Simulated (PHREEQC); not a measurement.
Silver or lead bath (model solution)

Dissolve 0.58 mmol/kgw PbCl2 and 0.14 mmol/kgw KBr at 25 °C. Closed to the air; pH follows from the charge balance.

The numbers come from PHREEQC with the ion-association model, wateq4f.dat.

Precipitation was switched off in this run.

Task: Estimate the pH.

Result: pH 5.52.

Task: In which forms is Pb present?

Result: Pb+2 95 %, PbCl+ 3.6 %, PbBr+ 0.6 %, PbOH+ 0.5 % of the Pb.

Species that the database lacks are ignored.
